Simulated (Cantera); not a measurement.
A closed system holds: 1 mol Si3N4, 0.52 mol Cl2, 59 mol H2, equilibrated at 23.0 Pa.

Equilibrium computed with Cantera from the NASA thermochemical tables; the gas is ideal and each condensed phase is pure. Candidate condensed phases: NH4Cl, Si, Si3N4; 28 gas species. Mutual solubility and eutectic melting of coexisting phases are not modelled. Kinetics and transport are ignored.

Task: Which condensed phases are stable at each of these points (T (K)): 750, 800, 850, 900, 950, 1000, 1050, 1100, 1150, 1200, 1250, 1300?

Result: 
```tsv
T (K)	condensed phases	Si condensed (%)
750	Si3N4(s)	100.0
800	Si3N4(s)	100.0
850	Si3N4(s)	100.0
900	Si3N4(s)	100.0
950	Si3N4(s)	100.0
1000	Si3N4(s)	100.0
1050	Si3N4(s)	99.9
1100	Si3N4(s)	99.8
1150	Si3N4(s)	99.6
1200	Si3N4(s)	99.2
1250	Si(s) + Si3N4(s)	98.7
1300	Si(s) + Si3N4(s)	98.6
```

From 750 K to 1200 K the condensed part is Si3N4(s). From 1250 K to 1300 K the condensed part is Si(s) + Si3N4(s).
